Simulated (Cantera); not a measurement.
A closed system holds: 1 mol CuF₂, 7.7 mol N₂, at 773 K and 750 Torr.

Equilibrium computed with Cantera from the NASA thermochemical tables; the gas is ideal and each condensed phase is pure. Candidate condensed phases: Cu, CuF₂; 11 gas species. Equilibrium is a limit: real reactors are often held back by kinetics, nucleation or transport.

Question: What is the equilibrium state?

Answer: 
```json
{
 "x(N₂)": "1.00",
 "n(CuF₂(s))": "1.00 mol",
 "gas_amount": "7.700 mol",
 "log10 activity of Cu(s) (absent)": "-7.79"
}
```
